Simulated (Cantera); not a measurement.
## Thermodynamics of hydrogen reduction and annealing atmospheres, feed FeS + H2 + N2

Feed: 1 mol FeS, 1300 mol H2, 71 mol N2, held at 1948 K and 8100 Pa.

These are equilibrium values from Cantera (NASA tables, ideal gas, pure condensed phases), not measurements of a reactor. Candidate condensed phases: Fe, FeS, FeS2, S; 16 gas species. Equilibrium is a limit: real reactors are often held back by kinetics, nucleation or transport.

* **x(H2)**: 0.943
* **x(N2)**: 0.0516
* **x(H)**: 0.00386
* **x(Fe)**: 0.000727
* **x(H2S)**: 0.000516
* **x(SH)**: 0.000174
* **x(S)**: 2.22e-5
* **x(S2)**: 7.92e-6
* **gas amount**: 1375 mol
* **log10 activity of Fe(l) (absent)**: -0.53
* **log10 activity of S(l) (absent)**: -4.65
